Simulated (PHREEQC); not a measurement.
Make-up at 85 °C: 0.29 mol CuCl2, 9.4e-05 mol HCl and 0.00057 mol Na2SO4 per kg of water. Closed to the air; pH follows from the charge balance.

Equilibrium calculation in PHREEQC: ion-association model, phreeqc.dat.

```json
[
 {"quantity": "pH", "before": "3.60", "after": "4.43"},
 {"quantity": "ionic strength (mol/kgw)", "before": "0.427", "after": "0.00810"},
 {"quantity": "Cl- (mol/kgw)", "before": "0.347", "after": "0.00551"},
 {"quantity": "CuCl+ (mol/kgw)", "before": "0.189", "after": "0.000292"},
 {"quantity": "Cu+2 (mol/kgw)", "before": "0.0784", "after": "0.00257"},
 {"quantity": "CuCl2 (mol/kgw)", "before": "0.0217", "after": "1.19e-6"},
 {"quantity": "SI of Halite (NaCl)", "before": "-5.38", "after": "-8.90"}
]
```

Q: Which change was made?
A) diluted 100-fold with water
B) temperature from 85 to 25 °C
C) temperature from 85 to 20 °C
D) diluted 10-fold with water
E) diluted 5-fold with water

A: A, diluted 100-fold with water

Precipitation was switched off in this run. At this temperature some constants are extrapolated from 25 °C, and those without enthalpy data are left unchanged.
